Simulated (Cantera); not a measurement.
A closed system holds: 1 mol AlCl₃, 2.5 mol HCl, 960 mol H₂, held at 1575 K and 0.270 Torr.

Equilibrium computed with Cantera from the NASA thermochemical tables; the gas is ideal and each condensed phase is pure. Candidate condensed phases: Al, AlCl₃; 12 gas species. Kinetics and transport are ignored.

Base state: H₂ 0.992, HCl 0.00465, H 0.00218, AlCl 0.00103 (mole fractions); condensed: gas only.

**Question.** What changes in the equilibrium state with this change: 0.59 mol O₂ added?

**Answer.** 
```tsv
species	before	after
H₂	0.992	0.992
HCl	0.00465	0.00542
H	0.00218	0.00218
AlCl	0.00103	0.000265
H₂O	0	6.79e-5
Al₂O₃(s), mol	0	0.371
```
Further candidate phases: Al₂O₃, H₂O.

**Question.** What changes in the equilibrium state with this change: pressure from 0.270 Torr to 69.8 Torr?

**Answer.** 
| species | before | after |
|---|---|---|
| H₂ | 0.992 | 0.994 |
| HCl | 0.00465 | 0.00459 |
| AlCl | 0.00103 | 0.000973 |
| H | 0.00218 | 0.000136 |
| AlCl₃ | 6.23e-8 | 1.48e-5 |
| AlCl₂ | 3.28e-6 | 4.91e-5 |
The tables' values for AlCl₂ are old estimates; treat these amounts as uncertain.
